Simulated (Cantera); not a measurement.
Input: 1 mol C₂H₂, 0.089 mol NH₃, 3.2 mol N₂, equilibrated at 2123.15 K and 0.100 bar.

Equilibrium computed with Cantera from the NASA thermochemical tables; the gas is ideal and each condensed phase is pure. Candidate condensed phases: C, C₆H₆, C₇H₈, C₈H₁₈; 92 gas species. Equilibrium is a limit: real reactors are often held back by kinetics, nucleation or transport.

Problem. What is the equilibrium state?

Solution. 
| Quantity | Result |
|---|---|
| x(N₂) | 0.734 |
| x(H₂) | 0.250 |
| x(HCN) | 0.00996 |
| x(H) | 0.00567 |
| x(HNC) | 0.000698 |
| x(C₂H₂ (acetylene)) | 0.000414 |
| x(CN) | 6.94e-6 |
| x(C₂N₂) | 3.97e-6 |
| x(CH₄) | 1.95e-6 |
| n(C(graphite)) | 1.95 mol |
| gas amount | 4.390 mol |
